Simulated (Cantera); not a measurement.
A closed system holds: 1 mol CuF₂, 1.4 mol N₂, at 1300 K and 3.60 mbar.

Equilibrium computed with Cantera from the NASA thermochemical tables; the gas is ideal and each condensed phase is pure. Candidate condensed phases: Cu, CuF₂; 11 gas species. The numbers say what is thermodynamically allowed, not how fast it happens.

Base state: N₂ 0.582, CuF₂ 0.412, CuF 0.00314, F 0.00314 (mole fractions); condensed: gas only.

### Question
What changes in the equilibrium state with this change: temperature from 1300 K to 1998.15 K?

### Answer
| species | before | after |
|---|---|---|
| N₂ | 0.582 | 0.433 |
| F | 0.00314 | 0.258 |
| CuF | 0.00314 | 0.257 |
| CuF₂ | 0.412 | 0.0512 |
| Cu | <1e-9 | 0.000537 |
